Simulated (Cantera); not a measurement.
## Hydrocarbon pyrolysis for carbon deposition

A perfectly stirred reactor is fed with C₂H₆ : H₂ = 1 : 22 (molar parts), at 1.01 bar; it is held at 1800 K, and followed from long to short residence time.

Computed with Cantera and GRI-Mech 3.0 (53 species, 325 reactions). GRI-Mech 3.0 stops at C3 and has no aromatics, soot or wall deposition, so with more carbon than oxygen in the feed, carbon stays in small species such as C2H2 where larger ones or solid carbon would form.

| τ (s) | x C₂H₆ | x H₂ | x CH₃ | x CH₂ | x C₂H₂ | x H |
|---|---|---|---|---|---|---|
| 12 | 1.03e-6 | 0.954 | 7.63e-5 | 3.15e-8 | 0.0345 | 0.000350 |
| 1.8 | 1.37e-6 | 0.953 | 8.37e-5 | 3.45e-8 | 0.0340 | 0.000351 |
| 0.28 | 3.47e-6 | 0.951 | 0.000117 | 4.84e-8 | 0.0321 | 0.000356 |
| 0.044 | 1.50e-5 | 0.946 | 0.000203 | 8.77e-8 | 0.0276 | 0.000377 |
| 0.0067 | 7.30e-5 | 0.941 | 0.000349 | 1.83e-7 | 0.0230 | 0.000471 |
| 0.0010 | 0.000333 | 0.939 | 0.000611 | 4.84e-7 | 0.0202 | 0.000747 |
| 0.00016 | 0.00137 | 0.937 | 0.00112 | 1.32e-6 | 0.0152 | 0.00120 |
x: mole fraction; the columns are a selection and need not sum to one.
